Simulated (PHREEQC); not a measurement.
Dissolve 56 mmol/kgw HF, 13 mmol/kgw NaF and 0.14 mmol/kgw (NH4)2SiF6 at 20 °C. Closed to the air; pH follows from the charge balance.

The numbers come from PHREEQC with the ion-association model, phreeqc.dat.

```csv
quantity,before,after
pH,2.52,3.12
ionic strength (mol/kgw),0.0167,0.0661
F- (mol/kgw),0.0138,0.0562
HF2- (mol/kgw),0.00254,0.00944
NaF (mol/kgw),7.89e-5,0.000261
```

Name the change that produced these shifts.
(A) (NH4)2SiF6 from 0.00014 to 0.000154 mol/kgw
(B) 0.052 mol/kgw NH4F added
(C) HF replaced by NaBF4 at the same molality
(D) (NH4)2SiF6 replaced by KF at the same molality
(E) 0.019 mol/kgw CO2 added

B, 0.052 mol/kgw NH4F added

This is a speciation only: nothing precipitates in the calculation. SiF6-2 is the database's only silicon fluoride.
